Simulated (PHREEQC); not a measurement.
Solution (25 °C): 0.096 mol TMAH, 5.8e-05 mol H4SiO4 and 3.3e-05 mol Na2CO3 per kg of water. Closed to the air; pH follows from the charge balance.

Model: ion-association model, phreeqc.dat, run in PHREEQC.

Each row changes one thing in this solution. This is a speciation only: nothing precipitates in the calculation.

```json
[
 {"case": "as made", "pH": "12.86", "H3SiO4- (mol/kgw)": "2.93e-5", "H2SiO4-2 (mol/kgw)": "2.86e-5", "HCO3- (mol/kgw)": "4.78e-8", "H4SiO4 (mol/kgw)": "2.07e-8", "NaCO3- (mol/kgw)": "1.59e-8", "SI of Quartz (SiO2)": "-3.69"},
 {"case": "0.0031 mol/kgw (NH4)2SiF6 added", "pH": "(withheld)", "H3SiO4- (mol/kgw)": "0.00181", "H2SiO4-2 (mol/kgw)": "0.00135", "HCO3- (mol/kgw)": "6.27e-8", "H4SiO4 (mol/kgw)": "1.68e-6", "NaCO3- (mol/kgw)": "1.57e-8", "SI of Quartz (SiO2)": "-1.78"},
 {"case": "Na2CO3 from 3.3e-05 to 3.63e-05 mol/kgw", "pH": "12.86", "H3SiO4- (mol/kgw)": "2.93e-5", "H2SiO4-2 (mol/kgw)": "2.86e-5", "HCO3- (mol/kgw)": "5.25e-8", "H4SiO4 (mol/kgw)": "2.07e-8", "NaCO3- (mol/kgw)": "1.92e-8", "SI of Quartz (SiO2)": "-3.69"},
 {"case": "TMAH from 0.096 to 0.0192 mol/kgw", "pH": "(withheld)", "H3SiO4- (mol/kgw)": "4.97e-5", "H2SiO4-2 (mol/kgw)": "8.16e-6", "HCO3- (mol/kgw)": "2.86e-7", "H4SiO4 (mol/kgw)": "1.78e-7", "NaCO3- (mol/kgw)": "2.38e-8", "SI of Quartz (SiO2)": "-2.77"},
 {"case": "H4SiO4 from 5.8e-05 to 5.8e-06 mol/kgw", "pH": "12.86", "H3SiO4- (mol/kgw)": "2.93e-6", "H2SiO4-2 (mol/kgw)": "2.87e-6", "HCO3- (mol/kgw)": "4.77e-8", "H4SiO4 (mol/kgw)": "2.06e-9", "NaCO3- (mol/kgw)": "1.59e-8", "SI of Quartz (SiO2)": "-4.69"},
 {"case": "diluted 10-fold with water", "pH": "11.93", "H3SiO4- (mol/kgw)": "5.35e-6", "H2SiO4-2 (mol/kgw)": "4.16e-7", "HCO3- (mol/kgw)": "6.02e-8", "H4SiO4 (mol/kgw)": "3.82e-8", "NaCO3- (mol/kgw)": "2.69e-10", "SI of Quartz (SiO2)": "-3.44"},
 {"case": "temperature from 25 to 70 °C", "pH": "11.65", "H3SiO4- (mol/kgw)": "3.62e-5", "H2SiO4-2 (mol/kgw)": "2.17e-5", "HCO3- (mol/kgw)": "4.56e-7", "H4SiO4 (mol/kgw)": "1.24e-7", "NaCO3- (mol/kgw)": "1.04e-7", "SI of Quartz (SiO2)": "-3.49"}
]
```

Q: Fill in the missing entries.

A: 
- 0.0031 mol/kgw (NH4)2SiF6 added, pH: 12.74
- TMAH from 0.096 to 0.0192 mol/kgw, pH: 12.22

(CH3)4N+ isn't in the database: it is added as a free cation with an ion size of 4 Å. Away from 25 °C the constants follow the database's enthalpies or fits; those with neither stay at their 25 °C values. SiF6-2 is the database's only silicon fluoride.
